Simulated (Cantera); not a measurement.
**Metals in furnace atmospheres: Cu + O2 + H2**

Charge: 1 mol Cu, a varied amount of O2, 1 mol H2, held at 13300 Pa.

Equilibrium computed with Cantera from the NASA thermochemical tables; the gas is ideal and each condensed phase is pure. Candidate condensed phases: Cu, CuO, Cu(OH)2, Cu2O, H2O; 12 gas species. Each liquid is taken as pure. Mutual solubility and eutectic melting of coexisting phases are not modelled. Rates play no part.

Task: Map the stable condensed phases over T = 698, 798, 898, 998, 1098, 1198, 1298, 1398, 1498, 1598, 1698, 1798, 1898, 1998 K and n(O2) in mol = 0.043, 0.058, 0.077, 0.1, 0.14, 0.18, 0.24, 0.32, 0.42, 0.56, 0.75.

Result: 
```
T in K \ n(O2) in mol
         0.043 0.058 0.077   0.1  0.14  0.18  0.24  0.32  0.42  0.56  0.75
   1998      A     A     A     A     A     A     A     A     A     A     B
   1898      A     A     A     A     A     A     A     A     A     B     B
   1798      A     A     A     A     A     A     A     A     A     B     B
   1698      A     A     A     A     A     A     A     A     A     B     B
   1598      A     A     A     A     A     A     A     A     A     B     B
   1498      A     A     A     A     A     A     A     A     A     B     B
   1398      A     A     A     A     A     A     A     A     A     B     C
   1298      A     A     A     A     A     A     A     A     A     B     C
   1198      A     A     A     A     A     A     A     A     A     B     C
   1098      A     A     A     A     A     A     A     A     A     B     C
    998      A     A     A     A     A     A     A     A     A     B     C
    898      A     A     A     A     A     A     A     A     A     B     C
    798      A     A     A     A     A     A     A     A     A     B     C
    698      A     A     A     A     A     A     A     A     A     B     C
```
A: Cu; B: Cu + Cu2O; C: Cu2O.
